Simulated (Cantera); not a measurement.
Cantera run, input and output.

```python
import numpy as np
import cantera as ct

gas = ct.Solution("gri30.yaml", transport_model="mixture-averaged")
show = ['NH3', 'H2', 'H2O']

rows = []
print(f"{'T/K':>7s}{'rho':>11s}{'cp':>10s}{'mu':>11s}{'lambda':>11s}{'Pr':>7s}" + "".join(f"{'D_' + s:>11s}" for s in show))
for T in [400, 550, 700, 850, 1000, 1150]:
    gas.TPX = T, 500000, {'CO2': 0.92}
    Pr = gas.cp_mass * gas.viscosity / gas.thermal_conductivity
    D = [gas.mix_diff_coeffs_mole[gas.species_index(s)] for s in show]
    rows.append([gas.density, gas.cp_mass, gas.viscosity, gas.thermal_conductivity, Pr, *D])
    print(f"{T:7g}{gas.density:11.4e}{gas.cp_mass:10.1f}{gas.viscosity:11.4e}"
          f"{gas.thermal_conductivity:11.4e}{Pr:7.3f}" + "".join(f"{d:11.4e}" for d in D))
print("SI units: kg/m3, J/kg/K, Pa s, W/m/K, m2/s")
```

Result:

```
    T/K        rho        cp         mu     lambda     Pr      D_NH3       D_H2      D_H2O
    400 6.6163e+00     937.9 1.9751e-05 2.5328e-02  0.731 5.6847e-06 2.2163e-05 5.7985e-06
    550 4.8119e+00    1046.5 2.5967e-05 3.7175e-02  0.731 1.0534e-05 3.8192e-05 1.0841e-05
    700 3.7808e+00    1126.8 3.1458e-05 4.8503e-02  0.731 1.6562e-05 5.7370e-05 1.7165e-05
    850 3.1136e+00    1186.9 3.6423e-05 5.9170e-02  0.731 2.3632e-05 7.9430e-05 2.4624e-05
   1000 2.6465e+00    1234.3 4.0991e-05 6.9198e-02  0.731 3.1648e-05 1.0418e-04 3.3111e-05
   1150 2.3013e+00    1269.3 4.5250e-05 7.8650e-02  0.730 4.0536e-05 1.3147e-04 4.2543e-05
SI units: kg/m3, J/kg/K, Pa s, W/m/K, m2/s
```

Computed with Cantera and GRI-Mech 3.0 (53 species, 325 reactions).
